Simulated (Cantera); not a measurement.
An isothermal, constant-pressure homogeneous reactor starts with H₂ : O₂ : N₂ = 0.23 : 0.14 : 0.79 (molar parts), equivalence ratio 0.82, at 1375 K and 9.00 Torr.

Detailed kinetics in Cantera: GRI-Mech 3.0 (53 species, 325 reactions). Radical loss at walls, strong at low pressure, is not modelled. The temperature is held fixed by assumption; the heat of reaction is taken as removed at once.

x: mole fraction; the columns are a selection and need not sum to one.

| t (s) | x H₂ | x O₂ | x O | x HO₂ | x OH |
|---|---|---|---|---|---|
| 5.00e-6 | 0.198 | 0.121 | 2.19e-11 | 1.77e-9 | 2.12e-11 |
| 4.46e-5 | 0.198 | 0.121 | 1.29e-9 | 1.58e-8 | 1.06e-9 |
| 0.000398 | 0.198 | 0.121 | 9.64e-8 | 1.39e-7 | 6.96e-8 |
| 0.00355 | 0.0281 | 0.0462 | 0.0226 | 4.03e-7 | 0.00727 |
| 0.0316 | 0.0268 | 0.0438 | 0.0183 | 4.05e-7 | 0.00691 |
| 0.282 | ? | ? | ? | ? | ? |
| 2.51 | 0.000646 | 0.0240 | 0.000147 | 1.26e-7 | 0.000792 |
| 22.4 | ? | 0.0239 | ? | ? | ? |
| 200 | 4.00e-6 | 0.0239 | 9.04e-7 | 7.06e-9 | 6.23e-5 |

Fill in the missing entries.


- 0.282, x H₂: 0.0142
- 0.282, x O₂: 0.0313
- 0.282, x O: 0.00487
- 0.282, x HO₂: 3.49e-7
- 0.282, x OH: 0.00425
- 22.4, x H₂: 1.33e-5
- 22.4, x O: 2.99e-6
- 22.4, x HO₂: 8.06e-9
- 22.4, x OH: 0.000113
